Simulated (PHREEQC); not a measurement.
Model water analysis in mmol/kgw, 40 °C, pH 6.38, pe 1.8:

| constituent | mmol/kgw |
|---|---|
| Na | 141 |
| K | 38.9 |
| Ca | 0.382 |
| Mg | 1.25 |
| Cl | 166 |
| S(6) | 7.72 |
| Alkalinity (meq/kgw) | 0.0212 |
| F | 0.3 |

Cl is adjusted to close the charge balance.
Valence states are taken as typed.

All values are PHREEQC results (ion-association model, phreeqc.dat), not measurements.

Q: The ionic strength comes out as 0.188 mol/kgw. What activity coefficients do Mg+2, Na+, HCO3-, Cl-, NaSO4- get?

A: Mg+2 0.34, Na+ 0.74, HCO3- 0.74, Cl- 0.71, NaSO4- 0.74.

No solid was allowed to form. Constants without temperature data keep their 25 °C values here.
